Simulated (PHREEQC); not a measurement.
1 kg of water holding 48 mmol/kgw Na2SO4 and 26 mmol/kgw NaCl is evaporated at 30 °C; the solids stay in contact with the brine. CO2 from the air is kept out. Solids allowed: Halite, Mirabilite, Thenardite. Others were left out.

The series has 28 steps of water left (kg), from 1 to 0.005012.

Equilibrium calculation in PHREEQC: Pitzer model, pitzer.dat.

Which solids form, in which order, and at which step of the series does each first stand?

Thenardite from water left = 0.01627 kg.

Complexes and solids missing from the database can't appear.
